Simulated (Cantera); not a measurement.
Cantera run:

```python
import numpy as np
import cantera as ct

gas_names = [...]  # 110 gases of nasa_gas.yaml made of C, H, O
cond_names = """
    C(gr) C6H6(L) C7H8(L) C8H18(L),n-octa H2O(s) H2O(L)
""".split()


# ... load() reads the species with a 1 bar reference pressure and builds the phases ...
atoms = {
    'CH3OH': {'C': 1, 'H': 4, 'O': 1},
    'CO2': {'C': 1, 'O': 2},
    'H2': {'H': 2},
    'H2O': {'H': 2, 'O': 1},
}
top_T = {'C(gr)': 4500}  # K; cautious upper limits of use, not melting points


# ... equilibrate(T, P, feed) seeds the gas with the atoms and calls Mixture.equilibrate('TP', solver="vcs", rtol=1e-11, max_steps=5000) ...
results = []
feed = {'CH3OH': 1, 'CO2': 0.65, 'H2': 1.8, 'H2O': 2.2}  # mol
P = 140  # Pa
for T in [1675, 1775, 1875, 1975, 2075, 2175, 2275, 2375, 2475, 2575, 2675, 2775, 2875]:
    mix = equilibrate(T, P, feed)
    results.append((T, P, feed, dict(zip(mix.species_names, mix.species_moles))))

top = {s: max(r[3][s] / sum(r[3][g] for g in gas_names) for r in results) for s in gas_names}
cols = sorted((s for s in top if top[s] > 0.001), key=lambda s: -top[s])[:6]
seen = [c for c in cond_names if any(r[3].get(c, 0) > 1e-12 for r in results)]
print("log10 of partial pressures in bar; condensed amounts in mol")
print(f"{'T/K':>10s}" + "".join(f"{s[:9]:>10s}" for s in cols + seen))
for T, P, feed, n in results:
    ng = sum(n[g] for g in gas_names)
    print(f"{T:10.4g}" + "".join(f"{np.log10(max(n[s] / ng * P / 1e5, 1e-99)):10.3f}" for s in cols)
          + "".join(f"{n.get(c, 0):10.4g}" for c in seen))
```

Output:

```
log10 of partial pressures in bar; condensed amounts in mol
       T/K         H        H2       H2O        CO         O        OH
      1675    -5.536    -3.201    -3.332    -3.608    -9.409    -6.982
      1775    -5.141    -3.206    -3.329    -3.601    -8.513    -6.470
      1875    -4.790    -3.213    -3.328    -3.597    -7.711    -6.013
      1975    -4.475    -3.223    -3.330    -3.595    -6.988    -5.603
      2075    -4.195    -3.240    -3.337    -3.597    -6.333    -5.234
      2175    -3.945    -3.267    -3.354    -3.604    -5.737    -4.904
      2275    -3.724    -3.307    -3.390    -3.618    -5.197    -4.615
      2375    -3.532    -3.363    -3.462    -3.640    -4.722    -4.381
      2475    -3.368    -3.439    -3.600    -3.673    -4.332    -4.224
      2575    -3.234    -3.547    -3.833    -3.716    -4.042    -4.168
      2675    -3.136    -3.699    -4.178    -3.761    -3.850    -4.218
      2775    -3.073    -3.895    -4.620    -3.798    -3.737    -4.359
      2875    -3.037    -4.123    -5.121    -3.822    -3.678    -4.558
```

These are equilibrium values from Cantera (NASA tables, ideal gas, pure condensed phases), not measurements of a reactor.
